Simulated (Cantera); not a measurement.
A closed system holds: 1 mol SiCl4, 28 mol NH3, at 652 °C and 31.0 mbar.

These are equilibrium values from Cantera (NASA tables, ideal gas, pure condensed phases), not measurements of a reactor. Candidate condensed phases: NH4Cl, Si, Si3N4; 28 gas species. Rates play no part.

Base state: H2 0.698, N2 0.233, HCl 0.0697, SiCl4 1.68e-5 (mole fractions); condensed: Si3N4(s).

### Question
What changes in the equilibrium state with this change: temperature from 652 °C to 1677 °C?

### Answer
| species | before | after |
|---|---|---|
| H2 | 0.698 | 0.694 |
| N2 | 0.233 | 0.240 |
| HCl | 0.0697 | 0.0498 |
| SiCl2 | 1.53e-9 | 0.00910 |
| H | 1.24e-9 | 0.00542 |
| Si | <1e-9 | 0.000768 |
| SiCl | <1e-9 | 0.000308 |
| Cl | <1e-9 | 0.000292 |
| Si3N4(s), mol | 0.333 | 0 |
| Si(l), mol | 0 | 0.392 |
The tables' values for SiCl, SiCl3, SiN are old estimates; treat these amounts as uncertain. Gases not in the tables: Si2H6 and higher silanes.
